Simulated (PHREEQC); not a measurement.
**Metal-bearing waste water**

Solution (20 °C): 22 mmol/kgw Pb(NO3)2, 5.2 mmol/kgw ZnCl2, 0.63 mmol/kgw HCl and 0.45 mmol/kgw NaCl. Closed to the air; pH follows from the charge balance.

All values are PHREEQC results (ion-association model, phreeqc.dat), not measurements.

Each row changes one thing in this solution. Precipitation was switched off in this run.

```
case                                     pH  ionic strength (mol/kgw)  Pb+2 (mol/kgw)  PbNO3+ (mol/kgw)  PbCl+ (mol/kgw)  ZnCl+ (mol/kgw)  SI of Pb(OH)2 (Pb(OH)2)  SI of Halite (NaCl)
-------------------------------------  ----  ------------------------  --------------  ----------------  ---------------  ---------------  -----------------------  -------------------
as made                                3.28                    0.0706          0.0160           0.00385          0.00213          4.32e-5                    -3.95                -7.14
0.007 mol/kgw CdSO4 added              3.32                    0.0803          0.0139           0.00324          0.00160          3.41e-5                    -3.94                -7.20
NaCl from 0.00045 to 0.000495 mol/kgw  3.28                    0.0706          0.0160           0.00384              ___          4.34e-5                    -3.95                -7.10
temperature from 20 to 25 °C           3.28                    0.0703          0.0159           0.00379          0.00233          5.25e-5                    -3.78                -7.16
HCl left out                           4.80                    0.0701          0.0161           0.00387          0.00202          4.09e-5                    -0.91                -7.16
0.00089 mol/kgw Cd(NO3)2 added         3.28                    0.0726          0.0159           0.00396          0.00207              ___                    -3.96                -7.15
0.00041 mol/kgw CO2 added              3.27                    0.0706          0.0160           0.00384          0.00213          4.32e-5                    -3.96                -7.14
```

Q: What belongs in the gaps?

A: 
- NaCl from 0.00045 to 0.000495 mol/kgw, PbCl+ (mol/kgw): 0.00214
- 0.00089 mol/kgw Cd(NO3)2 added, ZnCl+ (mol/kgw): 4.21e-5

Some of these states are supersaturated (in Anglesite, for instance).
